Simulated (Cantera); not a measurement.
A closed system holds: 1 mol V2O5, 0.7 mol H2, 8.5 mol H2O, equilibrated at 1123 K and 40.0 Pa.

Cantera equilibrium calculation (NASA polynomials, part measured and part estimated; ideal gas, pure solids and liquids). Candidate condensed phases: H2O, V, VO, V2O3, V2O4, V2O5; 12 gas species. Condensed phases not in the tables: the oxides between V2O3 and V2O5 other than VO2. Rates play no part.

Base state: H2O 0.984, O2 0.0160, OH 1.14e-5 (mole fractions); condensed: V2O4(s).

### Question
What changes in the equilibrium state with this change: V2O5 replaced by FeS?

### Answer
| species | before | after |
|---|---|---|
| H2O | 0.984 | 0.846 |
| H2 | 8.93e-7 | 0.125 |
| SO2 | 0 | 0.0111 |
| O2 | 0.0160 | <1e-9 |
| H2S | 0 | 0.00945 |
| S2 | 0 | 0.00832 |
| V2O4(s), mol | 1.00 | 0 |
| FeO(s), mol | 0 | 0.351 |
| FeS(s), mol | 0 | 0.649 |
Mutual solubility and eutectic melting of coexisting phases are not modelled. The tables' stoichiometric FeO is somewhat more stable than real wüstite, so its field is too wide. FeO, FeS: taken at fixed stoichiometry. Gases not in the tables: S3 to S7. Further candidate phases: Fe, FeO, Fe(OH)2, Fe(OH)3, FeS, FeSO4, FeS2, Fe2O3, Fe2(SO4)3, Fe3O4, H2SO4, S.
